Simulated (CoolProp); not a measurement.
Vapour-liquid equilibrium of 1-butene (1) + n-perfluorobutane (2) at 346.7 K; x and y are mole fractions of (1).

Model: multi-fluid Helmholtz-energy mixture model, Lemmon 2005 and Gao 2022; pair parameters Bell 2016, in CoolProp.

```csv
x,"bubble pressure, mixture model (kPa)","bubble pressure, Raoult's law (kPa)","y, mixture model","y, Raoult's law"
0.05,___,999.4,___,0.052
0.2,1334,1006,0.332,0.207
0.35,___,1012,0.472,0.359
0.5,___,1018,0.553,0.510
0.65,1589,1025,0.603,0.659
0.8,___,1031,0.652,0.807
0.95,___,1037,0.819,0.952
```

### Question
Some entries are withheld; supply them.

### Answer

- 0.05, bubble pressure, mixture model (kPa): 1081
- 0.05, y, mixture model: 0.099
- 0.35, bubble pressure, mixture model (kPa): 1510
- 0.5, bubble pressure, mixture model (kPa): 1585
- 0.8, bubble pressure, mixture model (kPa): 1540
- 0.95, bubble pressure, mixture model (kPa): 1273

The largest gap from Raoult's law is +55.7 % in bubble pressure, at x = 0.5. y crosses x between x = 0.5 and 0.65: the model has an azeotrope there.

The pair parameters rest on a limited set of measurements; away from them the model extrapolates. With so large a gap from Raoult's law the liquid may split in two, which this calculation doesn't test in full.
